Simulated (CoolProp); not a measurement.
Vapour-liquid equilibrium of hydrogen sulfide (1) + n-pentane (2) at 326 kPa; x and y are mole fractions of (1).

Values from CoolProp's multi-fluid Helmholtz-energy mixture model, Lemmon 2006 and Thol 2019; pair parameters Kunz 2012.

| x | bubble temperature, mixture model (K) | bubble temperature, Raoult's law (K) | y, mixture model | y, Raoult's law |
|---|---|---|---|---|
| 0.05 | 323.6 | 322.8 | 0.506 | 0.541 |
| 0.2 | 273.3 | 285.6 | 0.933 | 0.897 |
| 0.35 | 255.1 | 268.4 | 0.976 | 0.961 |
| 0.5 | 248.5 | 257.8 | 0.985 | 0.982 |
| 0.65 | 245.8 | 250.5 | 0.989 | 0.992 |
| 0.8 | 243.4 | 244.9 | 0.992 | 0.997 |
| 0.95 | 240.3 | 240.4 | 0.997 | 0.999 |

The largest gap from Raoult's law is -13.3 K in bubble temperature, at x = 0.35. No azeotrope shows between x = 0.05 and 0.95.

Pair parameters are fitted to limited data, so mixtures are less certain than the pure fluids. The gap from Raoult's law changes sign with composition, which may be real or a fault of the pair parameters; it wasn't checked against measurements. With so large a gap from Raoult's law the liquid may split in two, which this calculation doesn't test in full.
